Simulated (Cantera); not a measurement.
**Al₂O₃ + H₂O + H₂ (chemical vapour transport)**

Feed: 1 mol Al₂O₃, 0.56 mol H₂O, 0.2 mol H₂, held at 1077 °C and 3900 Pa.

These are equilibrium values from Cantera (NASA tables, ideal gas, pure condensed phases), not measurements of a reactor. Candidate condensed phases: Al, Al₂O₃, H₂O; 19 gas species. Gases not in the tables: Al(OH)₃. The numbers say what is thermodynamically allowed, not how fast it happens.

```json
{
 "x(H₂O)": "0.737",
 "x(H₂)": "0.263",
 "x(H)": "6.19e-6",
 "n(Al₂O₃(s))": "1.00 mol",
 "gas_amount": "0.7600 mol",
 "log10 activity of Al(l) (absent)": "-14.73"
}
```
